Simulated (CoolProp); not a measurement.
Vapour-liquid equilibrium of carbon dioxide (1) + CH3F (R41) (2) at -20.45 °C; x and y are mole fractions of (1).

Computed with CoolProp (multi-fluid Helmholtz-energy mixture model, Span 1996 and Lemmon 2006; pair parameters Bell 2016).

```tsv
x	bubble pressure (bar)	y at the bubble point	dew pressure at overall composition x (bar)	liquid density (mol/L)
0.05	11.61	0.075	11.48	21.89
0.125	12.17	0.178	11.88	22.00
0.2	12.73	0.274	12.30	22.11
0.275	13.28	0.362	12.74	22.24
0.35	13.84	0.446	13.20	22.36
0.425	14.40	0.525	13.70	22.49
0.5	14.98	0.600	14.22	22.63
0.575	15.58	0.671	14.78	22.76
0.65	16.20	0.738	15.40	22.90
0.725	16.84	0.802	16.07	23.03
0.8	17.51	0.862	16.82	23.16
0.875	18.21	0.917	17.67	23.29
0.95	18.93	0.968	18.66	23.41
```

No azeotrope shows between x = 0.05 and 0.95.

The pair parameters rest on a limited set of measurements; away from them the model extrapolates.
